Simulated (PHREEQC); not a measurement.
Consider water at 25 °C with 0.17 mmol/kgw PbCl2 and 0.34 mmol/kgw Na2SO4. Closed to the air; pH follows from the charge balance.

Equilibrium calculation in PHREEQC: ion-association model, wateq4f.dat.

No solid was allowed to form.

Q: What pH does the model give?

A: pH 5.81.

Q: In which forms is Pb present?

A: Pb+2 87 %, PbSO4 11 %, PbCl+ 1.0 %, PbOH+ 1.0 % of the Pb.

The solution is supersaturated, for example in Larnakite, Anglesite, so a real one may precipitate; this is no full list. Species that the database lacks are ignored.
